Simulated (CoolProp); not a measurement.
Values from CoolProp's reference Helmholtz-energy equation of state, Lemmon 2006. It is a short technical equation, of lower accuracy than the large ones.

Q: Give the vapour pressure (kPa), liquid viscosity (µPa s), liquid conductivity (mW/(m K)) of saturated toluene at 301 K.

A: 
```
T (K)  p (kPa)  liquid viscosity (µPa s)  liquid conductivity (mW/(m K))
-----  -------  ------------------------  ------------------------------
301       4.39                       533                             130
```

Viscosity comes from a separate model (Avgeri 2015). Thermal conductivity comes from a separate model (Assael 2012).
